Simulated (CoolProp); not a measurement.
The fluid at 776.95 K and 0.275 MPa flows at 0.29 m/s in a round tube of 50 mm bore and 15 µm roughness, fully developed (64/Re and Nu = 3.66 if laminar; Colebrook and Gnielinski if turbulent). The same conditions are run with several fluids, on thermodynamics alone (safety and materials aside).

The numbers come from the reference Helmholtz-energy equation of state of each fluid (water: Wagner 2002; oxygen: Schmidt 1985; normal hydrogen: Leachman 2009; carbon dioxide: Span 1996; dry air: Lemmon 2000) in CoolProp. Blends and air are pseudo-pure fits.

```csv
fluid,Reynolds number,Darcy friction factor,pressure drop (Pa/m),heat-transfer coefficient (W/(m² K)),mass flow (kg/h)
water,388,0.165,0.107,4.92,1.58
oxygen,475,0.135,0.154,4.29,2.79
normal hydrogen,71.7,0.893,0.0644,27.5,0.176
carbon dioxide,794,0.0806,0.127,4.01,3.84
dry air,487,0.131,0.136,4.10,2.53
```

Above 300 K oxygen's equation is extrapolated.

Transport values come from each fluid's own correlations.
